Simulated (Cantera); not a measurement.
# Thermodynamics of nitride etching, feed AlN + H2

Input: 1 mol AlN, 330 mol H2, at 0.133 bar.

Cantera equilibrium calculation (NASA polynomials, part measured and part estimated; ideal gas, pure solids and liquids). Candidate condensed phases: Al, AlN; 13 gas species. Kinetics and transport are ignored.

From 1425 °C to 1625 °C the condensed part is AlN(s). From 1675 °C to 1825 °C nothing is condensed. The main Al-bearing gas is Al throughout.

```tsv
T (°C)	log p H2	log p H	log p Al	log p N2	log p AlH	log p Al2	n AlN(s)
1425	-0.88	-4.28	-5.01	-5.23	-5.67	-9.74	0.971
1475	-0.88	-4.08	-4.64	-4.86	-5.35	-9.14	0.932
1525	-0.88	-3.89	-4.28	-4.52	-5.06	-8.57	0.849
1575	-0.88	-3.71	-3.95	-4.19	-4.78	-8.04	0.680
1625	-0.88	-3.55	-3.63	-3.88	-4.52	-7.54	0.347
1675	-0.88	-3.39	-3.44	-3.70	-4.39	-7.28	0
1725	-0.88	-3.23	-3.44	-3.70	-4.43	-7.39	0
1775	-0.88	-3.09	-3.43	-3.70	-4.47	-7.49	0
1825	-0.88	-2.95	-3.43	-3.70	-4.51	-7.59	0
```
log p: log10 of the partial pressure in bar; n: condensed amount in mol.
